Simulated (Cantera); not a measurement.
## Adiabatic ignition

An adiabatic, constant-volume homogeneous reactor starts with 60.9 % CO, 7.40 % H2, 6.64 % O2, 25.0 % N2, at 1250 K and 0.987 atm.

Detailed kinetics in Cantera: GRI-Mech 3.0 (53 species, 325 reactions).

| t (s) | T (K) | P (bar) | x CO | x H2 | x O2 | x N2O | x O |
|---|---|---|---|---|---|---|---|
| 5.00e-6 | 1250 | 1.00 | 0.609 | 0.0740 | 0.0664 | <1e-12 | 1.29e-8 |
| 1.94e-5 | 1250 | 1.00 | 0.609 | 0.0740 | 0.0664 | <1e-12 | 1.94e-7 |
| 7.53e-5 | 1360 | 1.08 | 0.595 | 0.0484 | 0.0477 | 5.76e-9 | 0.00439 |
| 0.000292 | 2388 | 1.80 | 0.547 | 0.0346 | 0.000223 | 6.57e-9 | 0.000490 |
| 0.00113 | 2466 | 1.85 | 0.551 | 0.0365 | 2.11e-5 | 4.47e-9 | 4.58e-5 |
| 0.00441 | 2469 | 1.85 | 0.551 | 0.0365 | 1.77e-5 | 4.46e-9 | 3.86e-5 |
| 0.0171 | 2469 | 1.85 | 0.551 | 0.0366 | 1.76e-5 | 4.82e-9 | 3.85e-5 |
| 0.0664 | 2468 | 1.85 | 0.551 | 0.0366 | 1.76e-5 | 5.10e-9 | 3.84e-5 |
| 0.258 | 2468 | 1.85 | 0.551 | 0.0366 | 1.76e-5 | 5.11e-9 | 3.84e-5 |
| 1.00 | 2468 | 1.85 | 0.551 | 0.0366 | 1.76e-5 | 5.11e-9 | 3.84e-5 |
x: mole fraction; the columns are a selection and need not sum to one.

```yaml
time_of_steepest_temperature_rise: 81.9 µs
temperature at 1.00 s: 2468 K
equilibrium_temperature: 2468 K
x(CO) at 1.00 s: 0.551 (gas-phase equilibrium 0.551)
x(H2) at 1.00 s: 0.0366 (gas-phase equilibrium 0.0366)
x(O2) at 1.00 s: 1.76e-5 (gas-phase equilibrium 1.76e-5)
```
